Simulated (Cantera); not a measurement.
A freely propagating, adiabatic, planar premixed flame of 29.6 % H2, 14.8 % O2, 55.6 % N2, unburnt at 650 K and 13300 Pa; mixture-averaged transport, grid criteria slope 0.08 and curve 0.16, no radiation.

Cantera simulation using the H2/O2 subset of GRI-Mech 3.0, which has no nitrogen chemistry; the numbers are that mechanism's predictions, not measurements. Burning velocities carry a grid error of a few per cent, more on coarse grids.

Task: Predict: laminar burning velocity; thermal thickness; peak x(H); peak x(OH); peak x(H2O2); peak x(HO2).

Result: 
| Item | Value |
|---|---|
| laminar burning velocity | 708 cm/s |
| thermal thickness | 6.92 mm |
| peak x(H) | 0.0952 |
| peak x(OH) | 0.0203 |
| peak x(H2O2) | 8.84e-7 |
| peak x(HO2) | 4.14e-5 |
